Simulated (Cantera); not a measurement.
Source: NASA polynomial tables (part measured, part estimated), evaluated in Cantera. Values are per mole of reaction as written; species without (g) are pure solids or liquids, kept so even where they would boil at 1 bar.

NH3(g) + 2 CrO3(g) → 3 O2(g) + Cr2N + 3 H(g)

```json
[
 {"T (K)": "300", "ΔH° (kJ)": "1160.3", "ΔS° (J/K)": "299.8", "ΔG° (kJ)": "1070.3", "log10 K": "-186.36"},
 {"T (K)": "373", "ΔH° (kJ)": "1165.0", "ΔS° (J/K)": "314.0", "ΔG° (kJ)": "1047.9", "log10 K": "-146.75"},
 {"T (K)": "473", "ΔH° (kJ)": "…", "ΔS° (J/K)": "…", "ΔG° (kJ)": "…", "log10 K": "…"},
 {"T (K)": "573", "ΔH° (kJ)": "1176.0", "ΔS° (J/K)": "337.6", "ΔG° (kJ)": "982.5", "log10 K": "-89.56"},
 {"T (K)": "673", "ΔH° (kJ)": "…", "ΔS° (J/K)": "…", "ΔG° (kJ)": "…", "log10 K": "…"},
 {"T (K)": "773", "ΔH° (kJ)": "1185.1", "ΔS° (J/K)": "351.4", "ΔG° (kJ)": "913.5", "log10 K": "-61.73"},
 {"T (K)": "873", "ΔH° (kJ)": "1189.5", "ΔS° (J/K)": "356.8", "ΔG° (kJ)": "878.1", "log10 K": "-52.54"},
 {"T (K)": "973", "ΔH° (kJ)": "…", "ΔS° (J/K)": "…", "ΔG° (kJ)": "…", "log10 K": "…"},
 {"T (K)": "1073", "ΔH° (kJ)": "1198.3", "ΔS° (J/K)": "365.8", "ΔG° (kJ)": "805.8", "log10 K": "-39.23"},
 {"T (K)": "1173", "ΔH° (kJ)": "1202.7", "ΔS° (J/K)": "369.7", "ΔG° (kJ)": "769.0", "log10 K": "-34.24"}
]
```

**Question.** What belongs in the gaps?

**Answer.** 
- 473, ΔH° (kJ): 1170.8
- 473, ΔS° (J/K): 327.8
- 473, ΔG° (kJ): 1015.8
- 473, log10 K: -112.17
- 673, ΔH° (kJ): 1180.7
- 673, ΔS° (J/K): 345.2
- 673, ΔG° (kJ): 948.3
- 673, log10 K: -73.60
- 973, ΔH° (kJ): 1193.9
- 973, ΔS° (J/K): 361.5
- 973, ΔG° (kJ): 842.2
- 973, log10 K: -45.21
